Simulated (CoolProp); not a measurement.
Vapour pressure (MPa) of acetone: the reference equation beside estimates from Tc = 508.1 K, pc = 4.692 MPa, ω = 0.307. Clausius-Clapeyron is anchored at 441.4 K with a constant enthalpy of vaporisation of 19.59 kJ/mol.

Values from CoolProp's reference Helmholtz-energy equation of state, Lemmon 2006. It is a short technical equation, of lower accuracy than the large ones.

| T (K) | reference | Clausius-Clapeyron | van der Waals | Redlich-Kwong | Soave-Redlich-Kwong | Peng-Robinson |
|---|---|---|---|---|---|---|
| 374 | 0.3805 | … | 1.210 | 0.6184 | 0.3829 | … |
| 390.8 | … | 0.8068 | 1.496 | 0.8665 | … | 0.5738 |
| 407.7 | 0.8335 | 1.036 | … | 1.179 | … | 0.8373 |
| 424.5 | 1.173 | 1.302 | 2.192 | 1.559 | 1.198 | … |
| 441.4 | 1.611 | 1.611 | 2.606 | 2.017 | 1.647 | 1.626 |
| 458.2 | 2.159 | 1.959 | 3.062 | 2.555 | 2.207 | 2.182 |
| 475.1 | 2.845 | 2.352 | 3.567 | 3.185 | 2.900 | 2.875 |
| 491.9 | 3.687 | 2.786 | 4.117 | 3.905 | 3.734 | 3.716 |

Complete the blanks.


- 374, Clausius-Clapeyron: 0.6153
- 374, Peng-Robinson: 0.3799
- 390.8, reference: 0.5729
- 390.8, Soave-Redlich-Kwong: 0.5802
- 407.7, van der Waals: 1.824
- 407.7, Soave-Redlich-Kwong: 0.8482
- 424.5, Peng-Robinson: 1.181

Absolute difference from the reference over all 8 rows, mean and median: Clausius-Clapeyron 23.6 and 20.8 %, van der Waals 90.7 and 74.3 %, Redlich-Kwong 31.2 and 29.1 %, Soave-Redlich-Kwong 1.7 and 1.8 %, Peng-Robinson 0.7 and 0.7 %.
